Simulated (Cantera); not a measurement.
# Reactions in the system Cr-N-O

Standard-state values (1 bar) from the NASA 1993 polynomials, evaluated with Cantera. Values are per mole of reaction as written; species without (g) are pure solids or liquids, kept so even where they would boil at 1 bar.

3 Cr2N + 2 Cr2O3 ⇌ 3 NO2(g) + 10 Cr

```json
[
 {"T (K)": "300", "ΔH° (kJ)": "2749.2", "ΔS° (J/K)": "601.7", "ΔG° (kJ)": "2568.7", "log10 K": "-447.23"},
 {"T (K)": "700", "ΔH° (kJ)": "2721.5", "ΔS° (J/K)": "541.3", "ΔG° (kJ)": "2342.6", "log10 K": "-174.81"},
 {"T (K)": "775", "ΔH° (kJ)": "2717.1", "ΔS° (J/K)": "535.2", "ΔG° (kJ)": "2302.3", "log10 K": "-155.17"},
 {"T (K)": "850", "ΔH° (kJ)": "2712.8", "ΔS° (J/K)": "529.9", "ΔG° (kJ)": "2262.3", "log10 K": "-139.02"},
 {"T (K)": "925", "ΔH° (kJ)": "2708.7", "ΔS° (J/K)": "525.3", "ΔG° (kJ)": "2222.8", "log10 K": "-125.52"},
 {"T (K)": "1000", "ΔH° (kJ)": "2704.9", "ΔS° (J/K)": "521.4", "ΔG° (kJ)": "2183.5", "log10 K": "-114.05"},
 {"T (K)": "1075", "ΔH° (kJ)": "2701.5", "ΔS° (J/K)": "518.1", "ΔG° (kJ)": "2144.5", "log10 K": "-104.20"},
 {"T (K)": "1150", "ΔH° (kJ)": "2698.6", "ΔS° (J/K)": "515.5", "ΔG° (kJ)": "2105.8", "log10 K": "-95.65"}
]
```
